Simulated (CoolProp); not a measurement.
R236EA at several states: Z from the reference equation and from simpler models built on Tc = 412.4 K, pc = 3414 kPa, ω = 0.368; each cubic takes its own stable root.

Model: reference Helmholtz-energy equation of state, Rui 2013, in CoolProp.

```csv
T (K),p (kPa),phase,reference
268.5,11.3,gas,0.9945
298.4,15.2,gas,0.9950
284,434,liquid,0.01899
402.1,463,gas,0.9469
304.6,2120,liquid,0.09003
298,26.5,gas,0.9912
```

How far does each simpler model (van der Waals, Redlich-Kwong, Soave-Redlich-Kwong, Peng-Robinson) lie from the reference over these 6 states: mean and median of the absolute difference, and the worst?


- van der Waals: mean 785.2 %, median 0.6 %, worst +4643.0 % at 284 K and 434 kPa
- Redlich-Kwong: mean 5.5 %, median 0.2 %, worst +16.2 % at 304.6 K and 2120 kPa
- Soave-Redlich-Kwong: mean 3.3 %, median 0.1 %, worst +9.6 % at 304.6 K and 2120 kPa
- Peng-Robinson: mean 1.2 %, median 0.3 %, worst -3.2 % at 284 K and 434 kPa

At some of these states van der Waals gives the other phase, because its saturation line lies elsewhere.
